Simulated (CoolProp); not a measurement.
R227EA at several states: fugacity coefficient from the reference equation and from simpler models built on Tc = 374.9 K, pc = 29.25 bar, ω = 0.358; each cubic takes its own stable root.

Model: reference Helmholtz-energy equation of state, Lemmon 2016, in CoolProp.

```
T (K)  p (bar)   phase  reference
-----  -------  ------  ---------
286.9    0.654     gas     0.9801
185.1     23.7  liquid  0.0004858
214.9        3  liquid    0.03594
322.3     1.29     gas     0.9742
```

Q: How far does each simpler model (Redlich-Kwong, Soave-Redlich-Kwong, Peng-Robinson) lie from the reference over these 4 states: mean and median of the absolute difference, and the worst?

A: 
- Redlich-Kwong: mean 175.9 %, median 118.8 %, worst +465.9 % at 185.1 K and 23.7 bar
- Soave-Redlich-Kwong: mean 0.6 %, median 0.3 %, worst +1.7 % at 185.1 K and 23.7 bar
- Peng-Robinson: mean 3.5 %, median 1.9 %, worst +10.2 % at 185.1 K and 23.7 bar
